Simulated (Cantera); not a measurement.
A closed system holds: 1 mol CaCO3, 3.3 mol H2, 1.8 mol H2O, at 38.3 Torr.

Equilibrium computed with Cantera from the NASA thermochemical tables; the gas is ideal and each condensed phase is pure. Candidate condensed phases: C, C6H6, C7H8, C8H18, Ca, CaCO3, CaO, Ca(OH)2, H2O; 115 gas species. The numbers say what is thermodynamically allowed, not how fast it happens.

### Question
At 1348 K, list the 4 most abundant gas species with their mole fractions, and the condensed phases.

### Answer
H2 0.430, H2O 0.406, CO 0.111, CO2 0.0533. Condensed: CaO(s).
